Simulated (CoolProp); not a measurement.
R407C along the isotherm 500 K: density (kg/m³) from the reference equation and from simpler models built on Tc = 359.3 K, pc = 4.632 MPa, ω = 0.363; each cubic takes its own stable root.

Computed with CoolProp (reference Helmholtz-energy equation of state, Lemmon 2003). It is a pseudo-pure fit of the blend.

| p (MPa) | phase | reference | ideal gas | van der Waals |
|---|---|---|---|---|
| 0.0366 | gas | 0.7596 | 0.7589 | 0.7597 |
| 0.0694 | gas | 1.441 | 1.439 | 1.442 |
| 0.132 | gas | 2.745 | 2.737 | 2.747 |
| 0.249 | gas | 5.192 | 5.163 | 5.199 |
| 0.473 | gas | 9.914 | 9.808 | 9.939 |
| 0.897 | gas | 18.98 | 18.60 | 19.08 |
| 1.7 | gas | 36.65 | 35.25 | 37.03 |
| 3.22 | gas | 71.92 | 66.77 | 73.62 |
| 6.11 | supercritical | 145.9 | 126.7 | 154.9 |
| 11.6 | supercritical | 306.7 | 240.5 | 347.0 |
